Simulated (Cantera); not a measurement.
Feed: 1 mol MgF2, 0.12 mol H2O, 120 mol N2, equilibrated at 1223.15 K.

These are equilibrium values from Cantera (NASA tables, ideal gas, pure condensed phases), not measurements of a reactor. Candidate condensed phases: H2O, Mg, MgF2, MgO, Mg(OH)2; 50 gas species. Mutual solubility and eutectic melting of coexisting phases are not modelled. Kinetics and transport are ignored.

log p: log10 of the partial pressure in bar; n: condensed amount in mol.

| P (Pa) | log p N2 | log p MgF2 | log p HF | log p H2O | log p MgF | n MgO(s) | n MgF2(s) |
|---|---|---|---|---|---|---|---|
| 0.100 | -6.00 | -8.14 | -8.70 | ? | -12.36 | 0.120 | 0 |
| 0.560 | -5.26 | -7.39 | -7.95 | ? | -12.02 | 0.120 | 0 |
| 3.20 | -4.50 | -7.21 | -7.20 | ? | -11.91 | 0.120 | 0.647 |
| 18 | -3.75 | -7.21 | -6.44 | ? | -12.07 | 0.120 | 0.839 |
| 100 | -3.00 | -7.21 | -5.70 | ? | -12.33 | 0.120 | 0.873 |
| 560 | -2.25 | -7.21 | -4.96 | ? | -12.60 | 0.118 | 0.880 |
| 3200 | -1.50 | -7.21 | -4.23 | ? | -12.86 | 0.111 | 0.888 |
| 18000 | -0.75 | -7.21 | -3.57 | ? | <-12 | 0.0890 | 0.911 |
| 100000 | 0.00 | -7.21 | -3.04 | ? | <-12 | 0.0548 | 0.945 |

### Question
Complete the blanks.

### Answer

- 0.100, log p H2O: -13.66
- 0.560, log p H2O: -12.91
- 3.20, log p H2O: -11.58
- 18, log p H2O: -10.07
- 100, log p H2O: -8.59
- 560, log p H2O: -7.10
- 3200, log p H2O: -5.64
- 18000, log p H2O: -4.33
- 100000, log p H2O: -3.27
